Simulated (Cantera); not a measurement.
A perfectly stirred reactor is fed with H₂ : O₂ : N₂ = 0.44 : 1 : 7.2 (molar parts), equivalence ratio 0.22, at 66000 Pa; it is held at 1423 K, and followed from long to short residence time.

Model: the H2/O2 subset of GRI-Mech 3.0, which has no nitrogen chemistry, integrated in Cantera. The temperature is held fixed by assumption; the heat of reaction is taken as removed at once.

x: mole fraction; the columns are a selection and need not sum to one.

```csv
τ (s),x H₂,x O₂,x H,x OH,x H₂O₂,x O,x H₂O
2.4,1.20e-5,0.0926,6.51e-7,0.000146,3.41e-8,1.75e-5,0.0522
1.1,(withheld),0.0926,(withheld),(withheld),(withheld),(withheld),0.0521
0.48,3.45e-5,0.0926,3.26e-6,0.000249,7.63e-8,5.14e-5,0.0521
0.22,5.75e-5,0.0925,7.12e-6,0.000322,1.10e-7,8.70e-5,0.0520
0.098,9.72e-5,0.0925,1.60e-5,0.000422,1.57e-7,0.000150,0.0519
0.044,(withheld),0.0924,(withheld),(withheld),(withheld),(withheld),0.0518
0.020,0.000269,0.0923,7.84e-5,0.000717,3.00e-7,0.000433,0.0516
0.0089,0.000446,0.0922,0.000174,0.000941,4.05e-7,0.000736,0.0512
0.0040,0.000729,0.0920,0.000380,0.00123,5.32e-7,0.00123,0.0506
0.0018,0.00118,0.0918,0.000810,0.00160,6.82e-7,0.00201,0.0497
```

Task: What belongs in the gaps?

Result: 
- 1.1, x H₂: 2.00e-5
- 1.1, x H: 1.42e-6
- 1.1, x OH: 0.000189
- 1.1, x H₂O₂: 5.08e-8
- 1.1, x O: 2.94e-5
- 0.044, x H₂: 0.000163
- 0.044, x H: 3.57e-5
- 0.044, x OH: 0.000551
- 0.044, x H₂O₂: 2.20e-7
- 0.044, x O: 0.000256
